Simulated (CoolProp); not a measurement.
The numbers come from the reference Helmholtz-energy equation of state, Lemmon 2006 in CoolProp. It is a short technical equation, of lower accuracy than the large ones.

For CH3F (R41), give the phase and the density (kg/m³), Joule-Thomson coefficient (K/MPa), fugacity coefficient at 381.6 K and 20.4 bar; 381.6 K and 68.1 bar; 381.6 K and 81.8 bar.


- 381.6 K and 20.4 bar: gas; density 23.7, Joule-Thomson coefficient 8.71, fugacity coefficient 0.928
- 381.6 K and 68.1 bar: supercritical; density 98.2, Joule-Thomson coefficient 7.53, fugacity coefficient 0.777
- 381.6 K and 81.8 bar: supercritical; density 127, Joule-Thomson coefficient 7.01, fugacity coefficient 0.738
